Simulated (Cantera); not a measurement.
Feed: 1 mol MgO, 0.032 mol H2O, 0.8 mol Cl2, equilibrated at 27.0 mbar.

Method: chemical equilibrium by Gibbs-energy minimisation in Cantera with the NASA 1993 tables (ideal gas, pure condensed phases). Candidate condensed phases: H2O, Mg, MgCl2, MgO, Mg(OH)2; 22 gas species. Kinetics and transport are ignored. All values below are at 1002 °C.

Base state: Cl2 0.653, MgCl2 0.142, O2 0.0881, HCl 0.0682, Cl 0.0486, ClO 8.13e-5, H2O 2.53e-5 (mole fractions); condensed: MgO(s).

### Question
What changes in the equilibrium state with this change: Cl2 from 0.8 to 0.02 mol?

### Answer
```json
[
 {"species": "HCl", "before": "0.0682", "after": "0.621"},
 {"species": "H2O", "before": "2.53e-5", "after": "0.207"},
 {"species": "O2", "before": "0.0881", "after": "0.156"},
 {"species": "Cl2", "before": "0.653", "after": "0.00878"},
 {"species": "MgCl2", "before": "0.142", "after": "0.00144"},
 {"species": "Cl", "before": "0.0486", "after": "0.00563"},
 {"species": "OH", "before": "2.47e-7", "after": "2.58e-5"},
 {"species": "HOCl", "before": "8.36e-7", "after": "1.01e-5"},
 {"species": "ClO", "before": "8.13e-5", "after": "1.25e-5"},
 {"species": "MgO(s), mol", "before": "0.867", "after": "1.000"}
]
```

### Question
What changes in the equilibrium state with this change: H2O from 0.032 to 0.58 mol?

### Answer
```tsv
species	before	after
HCl	0.0682	0.652
O2	0.0881	0.172
Cl2	0.653	0.119
MgCl2	0.142	0.0185
H2O	2.53e-5	0.0177
Cl	0.0486	0.0208
HOCl	8.36e-7	1.12e-5
ClO	8.13e-5	4.86e-5
MgO(s), mol	0.867	0.969
```
